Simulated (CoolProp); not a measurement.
Vapour-liquid equilibrium of dimethyl ether (1) + n-butane (2) at 282.1 K; x and y are mole fractions of (1).

Model: multi-fluid Helmholtz-energy mixture model, Wu 2011 and Bücker 2006; pair parameters Bell 2016, in CoolProp.

Q: Give the bubble pressure and the first vapour's composition at x = 0.05, 0.2, 0.8. Is there an azeotrope?

A: x = 0.05: 0.1636 MPa, y = 0.162; x = 0.2: 0.2157 MPa, y = 0.445; x = 0.8: 0.3365 MPa, y = 0.873. No azeotrope shows between x = 0.05 and 0.95.

Pair parameters are fitted to limited data, so mixtures are less certain than the pure fluids.
